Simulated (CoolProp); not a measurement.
Values from CoolProp's reference Helmholtz-energy equation of state, Span 2000.

Task: For nitrogen, give the phase and the cv (kJ/(kg K)), conductivity (mW/(m K)) at 132.5 K and 0.167 MPa; 132.5 K and 0.983 MPa; 132.5 K and 5.78 MPa.

Result: 
- 132.5 K and 0.167 MPa: gas; cv 0.747, conductivity 12.5
- 132.5 K and 0.983 MPa: gas; cv 0.777, conductivity 13.4
- 132.5 K and 5.78 MPa: supercritical; cv 0.970, conductivity 52.3

Thermal conductivity comes from a separate model (Lemmon 2004).
